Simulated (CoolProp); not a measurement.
Neopentane along the isobar 11.3 MPa: fugacity coefficient from the reference equation and from simpler models built on Tc = 433.7 K, pc = 3.196 MPa, ω = 0.196; each cubic takes its own stable root.

Values from CoolProp's reference Helmholtz-energy equation of state, Lemmon 2006. It is a short technical equation, of lower accuracy than the large ones.

```csv
T (K),phase,reference,Redlich-Kwong,Peng-Robinson
369.7,liquid,0.1208,0.1426,0.1166
382.5,liquid,0.1477,0.1699,0.1429
395.4,liquid,0.1776,0.1992,0.1721
408.3,liquid,0.2098,0.2301,0.2037
421.2,liquid,0.2440,0.2622,0.2374
434.1,supercritical,0.2798,0.2952,0.2728
447,supercritical,0.3167,0.3287,0.3093
459.8,supercritical,0.3540,0.3622,0.3462
472.7,supercritical,0.3917,0.3957,0.3836
485.6,supercritical,0.4292,0.4288,0.4206
498.5,supercritical,0.4660,0.4611,0.4569
511.4,supercritical,0.5017,0.4925,0.4921
524.2,supercritical,0.5358,0.5225,0.5256
537.1,supercritical,0.5685,0.5514,0.5579
550,supercritical,0.5994,0.5790,0.5885
```
